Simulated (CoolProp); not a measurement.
Properties of fluorine along the isobar 1130 kPa.

Values from CoolProp's reference Helmholtz-energy equation of state, de Reuck 1990.

```
T (°C)    phase  cv (kJ/(kg K))  Joule-Thomson coefficient (K/MPa)
-------  ------  --------------  ---------------------------------
-200.85  liquid          0.8564                                ___
-168.25  liquid             ___                                ___
-135.75     gas          0.5910                                ___
-103.25     gas          0.5726                                ___
-70.75      gas          0.5720                              4.041
-38.15      gas             ___                              3.000
-5.65       gas          0.5922                              2.328
26.85       gas             ___                                ___
```

Problem. Complete the blanks.

Solution. 
- -200.85, Joule-Thomson coefficient (K/MPa): -0.3006
- -168.25, cv (kJ/(kg K)): 0.7647
- -168.25, Joule-Thomson coefficient (K/MPa): -0.1526
- -135.75, Joule-Thomson coefficient (K/MPa): 8.807
- -103.25, Joule-Thomson coefficient (K/MPa): 5.747
- -38.15, cv (kJ/(kg K)): 0.5800
- 26.85, cv (kJ/(kg K)): 0.6062
- 26.85, Joule-Thomson coefficient (K/MPa): 1.867
